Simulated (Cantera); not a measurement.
Feed: 1 mol Fe(CO)5, 0.089 mol H2, held at 1298.15 K.

Equilibrium computed with Cantera from the NASA thermochemical tables; the gas is ideal and each condensed phase is pure. Candidate condensed phases: C, C6H6, C7H8, C8H18, Fe, Fe(CO)5, FeO, Fe(OH)2, Fe(OH)3, Fe2O3, Fe3O4, H2O; 114 gas species. Condensed phases not in the tables: cementite and carbon dissolved in iron. Kinetics and transport are ignored.

x: gas mole fraction; n: condensed amount in mol.

| P (Pa) | x CO | x CO2 | x H2 | x H2O | x CH4 | n Fe(γ) | n C(graphite) |
|---|---|---|---|---|---|---|---|
| 10 | 0.982 | 5.10e-7 | 0.0175 | 1.59e-8 | 2.43e-10 | 1.000 | 0 |
| 42 | 0.983 | 2.14e-6 | 0.0175 | 6.70e-8 | 1.02e-9 | 1.000 | 0 |
| 180 | 0.983 | 9.19e-6 | 0.0175 | 2.87e-7 | 4.38e-9 | 1.000 | 0 |
| 750 | 0.982 | 3.83e-5 | 0.0175 | 1.20e-6 | 1.83e-8 | 1.000 | 0 |
| 3200 | 0.982 | 0.000163 | 0.0175 | 5.10e-6 | 7.79e-8 | 1.00 | ? |
| 13000 | 0.982 | 0.000663 | 0.0175 | 2.07e-5 | 3.16e-7 | 1.00 | ? |
| 56000 | 0.980 | 0.00284 | 0.0174 | 8.88e-5 | 1.36e-6 | 1.00 | ? |
| 240000 | 0.970 | 0.0119 | 0.0173 | 0.000374 | 5.73e-6 | 1.00 | ? |
| 1000000 | 0.935 | 0.0463 | 0.0168 | 0.00146 | 2.25e-5 | 1.00 | ? |

**Question.** Complete the blanks.

**Answer.** 
- 3200, n C(graphite): 0.000856
- 13000, n C(graphite): 0.00347
- 56000, n C(graphite): 0.0149
- 240000, n C(graphite): 0.0619
- 1000000, n C(graphite): 0.232
